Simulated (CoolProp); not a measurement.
Vapour-liquid equilibrium of toluene (1) + m-xylene (2) at 0.167 MPa; x and y are mole fractions of (1).

Values from CoolProp's multi-fluid Helmholtz-energy mixture model, Lemmon 2006 and Zhou 2012; pair parameters Bell 2016.

```json
[
 {"x": "0.05", "bubble temperature, mixture model (K)": "429.7", "bubble temperature, Raoult's law (K)": "429.8", "y, mixture model": "0.095", "y, Raoult's law": "0.096"},
 {"x": "0.2", "bubble temperature, mixture model (K)": "423.7", "bubble temperature, Raoult's law (K)": "424.2", "y, mixture model": "0.339", "y, Raoult's law": "0.338"},
 {"x": "0.35", "bubble temperature, mixture model (K)": "418.2", "bubble temperature, Raoult's law (K)": "419.2", "y, mixture model": "0.528", "y, Raoult's law": "0.527"},
 {"x": "0.5", "bubble temperature, mixture model (K)": "413.6", "bubble temperature, Raoult's law (K)": "414.6", "y, mixture model": "0.673", "y, Raoult's law": "0.676"},
 {"x": "0.65", "bubble temperature, mixture model (K)": "409.6", "bubble temperature, Raoult's law (K)": "410.5", "y, mixture model": "0.789", "y, Raoult's law": "0.797"},
 {"x": "0.8", "bubble temperature, mixture model (K)": "406.2", "bubble temperature, Raoult's law (K)": "406.8", "y, mixture model": "0.885", "y, Raoult's law": "0.895"},
 {"x": "0.95", "bubble temperature, mixture model (K)": "403.3", "bubble temperature, Raoult's law (K)": "403.4", "y, mixture model": "0.972", "y, Raoult's law": "0.976"}
]
```

The largest gap from Raoult's law is -1.0 K in bubble temperature, at x = 0.5. No azeotrope shows between x = 0.05 and 0.95.

The pair parameters rest on a limited set of measurements; away from them the model extrapolates.
